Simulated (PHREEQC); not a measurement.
Make-up at 20 °C: 4 mmol/kgw KH2PO4 and 2 mmol/kgw H2SO4. It is in equilibrium with CO2 at log p = -2 (atm). Otherwise closed; pH follows from the charge balance.

Model: ion-association model, phreeqc.dat, run in PHREEQC.

```json
{
 "pH": "2.60",
 "ionic_strength": "0.00841 mol/kgw",
 "specific_conductance": "1350 µS/cm",
 "total_alkalinity": "-4.00 meq/kg"
}
```

```csv
species,molality,activity,log γ
K+,0.00397,0.00361,-0.042
H2PO4-,0.00303,0.00277,-0.040
H+,0.00275,0.00253,-0.037
SO4-2,0.00169,0.00116,-0.162
H3PO4,0.000967,0.000969,0.001
CO2,0.000391,0.000392,0.001
HSO4-,0.000283,0.000257,-0.041
KSO4-,2.96e-5,2.70e-5,-0.040
HPO4-2,9.57e-8,6.60e-8,-0.161
HCO3-,7.05e-8,6.43e-8,-0.040
(CO2)2,2.37e-9,2.38e-9,0.001
```

No solid was allowed to form.
